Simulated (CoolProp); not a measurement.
Vapour-liquid equilibrium of n-decane (1) + n-dodecane (2) at 0.0506 MPa; x and y are mole fractions of (1).

Computed with CoolProp (multi-fluid Helmholtz-energy mixture model, Lemmon 2006 and Lemmon 2004; pair parameters Bell 2016).

```json
[
 {"x": "0.05", "bubble temperature, mixture model (°C)": "186.0", "bubble temperature, Raoult's law (°C)": "185.8", "y, mixture model": "0.124", "y, Raoult's law": "0.133"},
 {"x": "0.15", "bubble temperature, mixture model (°C)": "180.3", "bubble temperature, Raoult's law (°C)": "179.8", "y, mixture model": "0.331", "y, Raoult's law": "0.346"},
 {"x": "0.25", "bubble temperature, mixture model (°C)": "175.0", "bubble temperature, Raoult's law (°C)": "174.5", "y, mixture model": "0.492", "y, Raoult's law": "0.506"},
 {"x": "0.35", "bubble temperature, mixture model (°C)": "170.2", "bubble temperature, Raoult's law (°C)": "169.8", "y, mixture model": "0.618", "y, Raoult's law": "0.628"},
 {"x": "0.45", "bubble temperature, mixture model (°C)": "165.9", "bubble temperature, Raoult's law (°C)": "165.7", "y, mixture model": "0.716", "y, Raoult's law": "0.723"},
 {"x": "0.55", "bubble temperature, mixture model (°C)": "162.0", "bubble temperature, Raoult's law (°C)": "161.9", "y, mixture model": "0.793", "y, Raoult's law": "0.799"},
 {"x": "0.65", "bubble temperature, mixture model (°C)": "158.6", "bubble temperature, Raoult's law (°C)": "158.5", "y, mixture model": "0.855", "y, Raoult's law": "0.860"},
 {"x": "0.75", "bubble temperature, mixture model (°C)": "155.4", "bubble temperature, Raoult's law (°C)": "155.4", "y, mixture model": "0.906", "y, Raoult's law": "0.910"},
 {"x": "0.85", "bubble temperature, mixture model (°C)": "152.6", "bubble temperature, Raoult's law (°C)": "152.6", "y, mixture model": "0.948", "y, Raoult's law": "0.951"},
 {"x": "0.95", "bubble temperature, mixture model (°C)": "149.9", "bubble temperature, Raoult's law (°C)": "149.9", "y, mixture model": "0.984", "y, Raoult's law": "0.985"}
]
```

The largest gap from Raoult's law is +0.5 K in bubble temperature, at x = 0.15. No azeotrope shows between x = 0.05 and 0.95.

Pair parameters are fitted to limited data, so mixtures are less certain than the pure fluids.
